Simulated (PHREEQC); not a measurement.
Dissolve 0.011 mol HNO3 and 0.0023 mol K2SO4 per kg of water at 25 °C. Closed to the air; pH follows from the charge balance.

Equilibrium calculation in PHREEQC: ion-association model, phreeqc.dat.

This is a speciation only: nothing precipitates in the calculation.

Task: Order these S species by the share of S that they hold, largest first: KSO4-, HSO4-, SO4-2.

Result: SO4-2 (61 %), HSO4- (38 %), KSO4- (1.2 %)

The pH is 2.04 and the ionic strength 0.0161 mol/kgw.
